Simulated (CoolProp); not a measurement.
Vapour-liquid equilibrium of R143a (1) + R152A (2) at 187 K; x and y are mole fractions of (1).

Values from CoolProp's multi-fluid Helmholtz-energy mixture model, Lemmon and Jacobsen 2000 and Outcalt 1996; pair parameters Bell 2016.

Q: Give the bubble pressure and the first vapour's composition at x = 0.15, 0.35, 0.55. Is there an azeotrope?

A: x = 0.15: 3.844 kPa, y = 0.519; x = 0.35: 5.604 kPa, y = 0.736; x = 0.55: 7.073 kPa, y = 0.845. No azeotrope shows between x = 0.05 and 0.95.

Pair parameters are fitted to limited data, so mixtures are less certain than the pure fluids.
